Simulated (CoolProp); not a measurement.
Values from CoolProp's reference Helmholtz-energy equation of state, Lemmon 2013.

For propylene, give the phase and the cv (kJ/(kg K)), Joule-Thomson coefficient (K/MPa), conductivity (mW/(m K)), Prandtl number at 575 K and 10.6 bar; 575 K and 15.2 bar; 575 K and 19.7 bar.


- 575 K and 10.6 bar: gas; cv 2.30, Joule-Thomson coefficient 2.91, conductivity 55.9, Prandtl number 0.731
- 575 K and 15.2 bar: gas; cv 2.30, Joule-Thomson coefficient 2.90, conductivity 56.7, Prandtl number 0.731
- 575 K and 19.7 bar: gas; cv 2.31, Joule-Thomson coefficient 2.89, conductivity 57.5, Prandtl number 0.732

Viscosity comes from a separate model (Huber 2003), an estimate that may be off by 10 % or more. Thermal conductivity comes from a separate model (Huber 2003), an estimate that may be off by 10 % or more.
